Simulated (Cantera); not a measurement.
An adiabatic, constant-pressure homogeneous reactor starts with C3H8 : O2 : N2 = 1 : 11.1 : 41.8 (molar parts), at 1675 K and 5030 Torr. Integrator tolerance rtol = 1e-08.

Detailed kinetics in Cantera: GRI-Mech 3.0 (53 species, 325 reactions). GRI-Mech 3.0 was tuned for natural gas; its chemistry of propane as a main component is partial and can be far from experiment.

Task: What does this change do: initial temperature 1675 to 1425 K?

Result: 
| quantity | before | after |
|---|---|---|
| time of steepest temperature rise | 5.88 µs | 58.3 µs |
| temperature at 1.00 s | 2534 K | 2343 K |
| equilibrium temperature | 2534 K | 2343 K |
| x(C3H8) at 1.00 s | <1e-12 (gas-phase equilibrium <1e-12) | <1e-12 (gas-phase equilibrium <1e-12) |
| x(O2) at 1.00 s | 0.101 (gas-phase equilibrium 0.101) | 0.104 (gas-phase equilibrium 0.104) |
| x(HCN) at 1.00 s | 6.89e-12 (gas-phase equilibrium 6.89e-12) | <1e-12 (gas-phase equilibrium <1e-12) |
| x(CH3) at 1.00 s | <1e-12 (gas-phase equilibrium <1e-12) | <1e-12 (gas-phase equilibrium <1e-12) |
| x(CH4) at 1.00 s | <1e-12 (gas-phase equilibrium <1e-12) | <1e-12 (gas-phase equilibrium <1e-12) |
| x(CO) at 1.00 s | 0.00277 (gas-phase equilibrium 0.00277) | 0.000979 (gas-phase equilibrium 0.000979) |
| x(HO2) at 1.00 s | 1.20e-5 (gas-phase equilibrium 1.20e-5) | 7.40e-6 (gas-phase equilibrium 7.40e-6) |

Task: What does this change do: 1.4 parts CO2 added?

Result: 
| quantity | before | after |
|---|---|---|
| time of steepest temperature rise | 5.88 µs | 5.98 µs |
| temperature at 1.00 s | 2534 K | 2503 K |
| equilibrium temperature | 2534 K | 2503 K |
| x(C3H8) at 1.00 s | <1e-12 (gas-phase equilibrium <1e-12) | <1e-12 (gas-phase equilibrium <1e-12) |
| x(O2) at 1.00 s | 0.101 (gas-phase equilibrium 0.101) | 0.0997 (gas-phase equilibrium 0.0997) |
| x(HCN) at 1.00 s | 6.89e-12 (gas-phase equilibrium 6.89e-12) | 6.77e-12 (gas-phase equilibrium 6.77e-12) |
| x(CH3) at 1.00 s | <1e-12 (gas-phase equilibrium <1e-12) | <1e-12 (gas-phase equilibrium <1e-12) |
| x(CH4) at 1.00 s | <1e-12 (gas-phase equilibrium <1e-12) | <1e-12 (gas-phase equilibrium <1e-12) |
| x(CO) at 1.00 s | 0.00277 (gas-phase equilibrium 0.00277) | 0.00342 (gas-phase equilibrium 0.00342) |
| x(HO2) at 1.00 s | 1.20e-5 (gas-phase equilibrium 1.20e-5) | 1.08e-5 (gas-phase equilibrium 1.08e-5) |
